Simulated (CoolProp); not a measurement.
Vapour-liquid equilibrium of cyclohexane (1) + n-nonane (2) at 388.6 K; x and y are mole fractions of (1).

Values from CoolProp's multi-fluid Helmholtz-energy mixture model, Zhou 2014 and Lemmon 2006; pair parameters Bell 2016.

```
x     bubble pressure, mixture model (kPa)  bubble pressure, Raoult's law (kPa)  y, mixture model  y, Raoult's law
----  ------------------------------------  -----------------------------------  ----------------  ---------------
0.05                                 47.10                                46.97             0.270            0.275
0.15                                 68.37                                69.24             0.542            0.560
0.25                                 88.87                                91.51             0.683            0.706
0.35                                 109.3                                113.8             0.772            0.795
0.45                                 130.3                                136.1             0.836            0.855
0.55                                 152.0                                158.3             0.884            0.898
0.65                                 174.6                                180.6             0.921            0.931
0.75                                 198.1                                202.9             0.950            0.956
0.85                                 222.1                                225.1             0.974            0.976
0.95                                 246.5                                247.4             0.992            0.993
```

The largest gap from Raoult's law is -4.3 % in bubble pressure, at x = 0.45. No azeotrope shows between x = 0.05 and 0.95.

Pair parameters are fitted to limited data, so mixtures are less certain than the pure fluids.
